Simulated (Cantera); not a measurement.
Input: 1 mol SiHCl₃, 2.2 mol NH₃, 0.99 mol H₂.

Cantera equilibrium calculation (NASA polynomials, part measured and part estimated; ideal gas, pure solids and liquids). Candidate condensed phases: NH₄Cl, Si, Si₃N₄; 28 gas species. The tables' values for SiCl₃ are old estimates. Rates play no part.

Stable condensed phases, one row left out:

```
T in K \ P in Pa
              5     13     36     98    260    710   1900   5100  14000  37000 100000
   2073       A      A      A      A      A      B      B      B      B      B      B
   2048       A      A      A      A      A      B      B      B      B      B      B
   2023       A      A      A      A      A      B      B      B      B      B      B
   1998       A      A      A      A      A      B      B      B      B      B      B
   1948       A      A      A      A      B      B      B      B      B      B      C
   1923       A      A      A      A      B      B      B      B      B      B      C
   1898       A      A      A      A      B      B      B      B      B      C      C
   1873       A      A      A      B      B      B      B      B      B      C      C
   1848       A      A      A      B      B      B      B      B      C      C      C
```

A: gas only; B: Si; C: Si₃N₄.

**Question.** Give the row for 1973 K.

**Answer.** 5: gas only; 13: gas only; 36: gas only; 98: gas only; 260: Si; 710: Si; 1900: Si; 5100: Si; 14000: Si; 37000: Si; 100000: Si₃N₄.
